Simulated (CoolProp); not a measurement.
R11 along the isotherm 10.85 °C: density (kg/m³) from the reference equation and from simpler models built on Tc = 198.0 °C, pc = 4408 kPa, ω = 0.189; each cubic takes its own stable root.

The numbers come from the reference Helmholtz-energy equation of state, Jacobsen 1992 in CoolProp.

| p (kPa) | phase | reference |
|---|---|---|
| 2200 | liquid | 1514 |
| 4410 | liquid | 1519 |
| 6610 | liquid | 1524 |
| 8820 | liquid | 1529 |
| 11000 | liquid | 1534 |
| 13200 | liquid | 1538 |
| 15400 | liquid | 1542 |
| 17600 | liquid | 1546 |
| 19800 | liquid | 1550 |
| 22000 | liquid | 1554 |

Task: How far does each simpler model (van der Waals, Redlich-Kwong) lie from the reference over these 10 states: mean and median of the absolute difference, and the worst?

Result: 
- van der Waals: mean 35.0 %, median 34.9 %, worst -36.5 % at 10.85 °C and 2200 kPa
- Redlich-Kwong: mean 6.2 %, median 6.2 %, worst -7.0 % at 10.85 °C and 2200 kPa
